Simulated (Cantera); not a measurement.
Input: 1 mol borazine, 0.18 mol H₂O, at 0.150 Torr.

Cantera equilibrium calculation (NASA polynomials, part measured and part estimated; ideal gas, pure solids and liquids). Candidate condensed phases: B, BN, B₂O₃, B₃O₃H₃, H₂O; 39 gas species. The feed counts by its element totals alone. Mutual solubility and eutectic melting of coexisting phases are not modelled. Kinetics and transport are ignored.

Q: Which condensed phases are stable at each of these points (T (K)): 1025, 1125, 1225, 1325, 1425, 1525, 1625, 1725, 1825, 1925, 2025, 2125, 2225?

A: 
```tsv
T (K)	condensed phases	B condensed (%)
1025	BN(s) + B₂O₃(l)	100.0
1125	BN(s) + B₂O₃(l)	100.0
1225	BN(s) + B₂O₃(l)	99.8
1325	BN(s) + B₂O₃(l)	98.8
1425	BN(s)	95.3
1525	BN(s)	94.5
1625	BN(s)	94.1
1725	BN(s)	94.0
1825	B(s) + BN(s)	94.0
1925	B(s) + BN(s)	93.9
2025	B(s)	93.7
2125	B(s)	93.0
2225	B(s)	90.0
```

From 1025 K to 1325 K the condensed part is BN(s) + B₂O₃(l). From 1425 K to 1725 K the condensed part is BN(s). From 1825 K to 1925 K the condensed part is B(s) + BN(s). From 2025 K to 2225 K the condensed part is B(s).
